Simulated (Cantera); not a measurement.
A Cantera script and its output.

```python
import numpy as np
import cantera as ct

gas = ct.Solution("gri30.yaml")
gas.TPX = 1700, 100000, {'CH4': 1, 'CO': 0.034, 'O2': 2.08, 'N2': 7.82}
reactor = ct.IdealGasConstPressureReactor(gas, energy="on", clone=False)
net = ct.ReactorNet([reactor])
net.rtol, net.atol = 1e-08, 1e-16
show = ['CH4', 'CO', 'O2', 'H2', 'HO2', 'HCO', 'OH']
times = np.geomspace(6e-06, 4, 13)

steps = ct.SolutionArray(gas, extra=["t"])
rows = []
print(f"{'t/s':>10s}{'T/K':>9s}{'P/Pa':>11s}" + "".join(f"{s:>11s}" for s in show))
for t in times:
    while net.time < t:
        t_next = net.step()
        steps.append(gas.state, t=t_next)
    rows.append([np.interp(t, steps.t, y) for y in (steps.T, steps.P, *steps(*show).X.T)])
    print(f"{t:10.3e}{rows[-1][0]:9.1f}{rows[-1][1]:11.4g}" + "".join(f"{x:11.3e}" for x in rows[-1][2:]))
rate = np.gradient(steps.T, steps.t)
print("integrator steps:", len(steps.t))
if steps.T.max() > steps.T[0] + 200:
    print(f"time of steepest temperature rise: {steps.t[rate.argmax()]:.4e} s")
gas.TPX = 1700, 100000, {'CH4': 1, 'CO': 0.034, 'O2': 2.08, 'N2': 7.82}
gas.equilibrate("HP")
print(f"equilibrium (HP): T = {gas.T:.1f} K  " + "  ".join(f"{s} {gas[s].X[0]:.3e}" for s in show))
```

Output:

```
       t/s      T/K       P/Pa        CH4         CO         O2         H2        HO2        HCO         OH
 6.000e-06   1699.9      1e+05  9.144e-02  3.109e-03  1.902e-01  3.755e-06  3.237e-06  4.514e-11  2.856e-07
 1.834e-05   1699.8      1e+05  9.138e-02  3.109e-03  1.902e-01  1.364e-05  8.521e-06  6.351e-10  6.197e-07
 5.608e-05   1699.7      1e+05  9.098e-02  3.114e-03  1.900e-01  7.677e-05  1.765e-05  1.827e-08  2.357e-06
 1.714e-04   1736.5      1e+05  7.966e-02  5.746e-03  1.823e-01  3.770e-03  1.673e-04  4.858e-06  6.375e-05
 5.241e-04   2793.9      1e+05  1.678e-15  4.411e-02  2.802e-02  1.896e-02  7.253e-06  4.864e-08  2.423e-02
 1.602e-03   2799.3      1e+05  1.971e-15  4.395e-02  2.547e-02  1.892e-02  6.911e-06  4.747e-08  2.315e-02
 4.899e-03   2795.5      1e+05  2.055e-15  4.409e-02  2.429e-02  1.908e-02  6.624e-06  4.738e-08  2.266e-02
 1.498e-02   2795.4      1e+05  2.057e-15  4.409e-02  2.426e-02  1.909e-02  6.616e-06  4.737e-08  2.265e-02
 4.579e-02   2795.4      1e+05  2.057e-15  4.409e-02  2.426e-02  1.909e-02  6.616e-06  4.737e-08  2.265e-02
 1.400e-01   2795.4      1e+05  2.057e-15  4.409e-02  2.426e-02  1.909e-02  6.616e-06  4.737e-08  2.265e-02
 4.280e-01   2795.4      1e+05  2.057e-15  4.409e-02  2.426e-02  1.909e-02  6.616e-06  4.737e-08  2.265e-02
 1.308e+00   2795.4      1e+05  2.057e-15  4.409e-02  2.426e-02  1.909e-02  6.616e-06  4.737e-08  2.265e-02
 4.000e+00   2795.4      1e+05  2.057e-15  4.409e-02  2.426e-02  1.909e-02  6.616e-06  4.737e-08  2.265e-02
integrator steps: 1794
time of steepest temperature rise: 2.1744e-04 s
equilibrium (HP): T = 2795.4 K  CH4 2.740e-15  CO 4.409e-02  O2 2.426e-02  H2 1.909e-02  HO2 6.616e-06  HCO 4.737e-08  OH 2.265e-02
```

Model: GRI-Mech 3.0 (53 species, 325 reactions), integrated in Cantera.
